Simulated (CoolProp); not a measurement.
The numbers come from the reference Helmholtz-energy equation of state, Zhou 2014 in CoolProp.

**Question.** Give the vapour pressure (bar), liquid density (kg/m³), enthalpy of vaporisation (kJ/kg), vapour Z of saturated cyclohexane at 371.4 K.

**Answer.** 
```
T (K)  p (bar)  liquid density (kg/m³)  enthalpy of vaporisation (kJ/kg)  vapour Z
-----  -------  ----------------------  --------------------------------  --------
371.4     1.67                     701                               344     0.947
```
